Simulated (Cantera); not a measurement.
Input (Python, Cantera) and output of one run.

```python
import numpy as np
import cantera as ct

gas_names = """
    H HNO HNO2 HNO3 HO2 H2 H2O H2O2 N NH NH2 NH3 NH2OH NO NO2 NO3 N2 N2H2 N2H4 N2O O OH O2 O3 Si SiH
    SiH2 SiH3 SiH4 SiN SiO SiO2 Si2 Si2N Si3
""".split()
cond_names = """
    H2O(s) H2O(L) Si(cr) Si(L) SiO2(Lqz) SiO2(hqz) SiO2(L) Si2N2O(s) Si3N4(a)
""".split()


# ... load() reads the species with a 1 bar reference pressure and builds the phases ...
atoms = {
    'Si': {'Si': 1},
    'H2O': {'H': 2, 'O': 1},
    'N2': {'N': 2},
}
top_T = {'Si2N2O(s)': 2100, 'Si3N4(a)': 2400}  # K; cautious upper limits of use, not melting points


# ... equilibrate(T, P, feed) seeds the gas with the atoms and calls Mixture.equilibrate('TP', solver="vcs", rtol=1e-11, max_steps=5000) ...
results = []
feed = {'Si': 1, 'H2O': 0.0073, 'N2': 130}  # mol
T = 1623.15  # K
for P in [0.1, 2.5, 63, 1600, 40000, 1000000]:
    mix = equilibrate(T, P, feed)
    results.append((T, P, feed, dict(zip(mix.species_names, mix.species_moles))))

top = {s: max(r[3][s] / sum(r[3][g] for g in gas_names) for r in results) for s in gas_names}
cols = sorted((s for s in top if top[s] > 0.001), key=lambda s: -top[s])[:8]
seen = [c for c in cond_names if any(r[3].get(c, 0) > 1e-12 for r in results)]
print("log10 of partial pressures in bar; condensed amounts in mol")
print(f"{'P/Pa':>10s}" + "".join(f"{s[:9]:>10s}" for s in cols + seen))
for T, P, feed, n in results:
    ng = sum(n[g] for g in gas_names)
    print(f"{P:10.4g}" + "".join(f"{np.log10(max(n[s] / ng * P / 1e5, 1e-99)):10.3f}" for s in cols)
          + "".join(f"{n.get(c, 0):10.4g}" for c in seen))
```

Output:

```
log10 of partial pressures in bar; condensed amounts in mol
      P/Pa        N2        Si    Si(cr) Si2N2O(s)  Si3N4(a)
       0.1    -6.003    -8.121         0         0         0
       2.5    -4.605    -6.804    0.1507         0         0
        63    -3.201    -6.906         0         0    0.3217
      1600    -1.796    -7.843         0         0    0.3309
     4e+04    -0.398    -8.775         0  0.006842    0.3286
     1e+06     1.000    -9.707         0  0.007294    0.3285
```

Cantera equilibrium calculation (NASA polynomials, part measured and part estimated; ideal gas, pure solids and liquids). Mutual solubility and eutectic melting of coexisting phases are not modelled. The tables' values for SiN are old estimates; treat these amounts as uncertain.
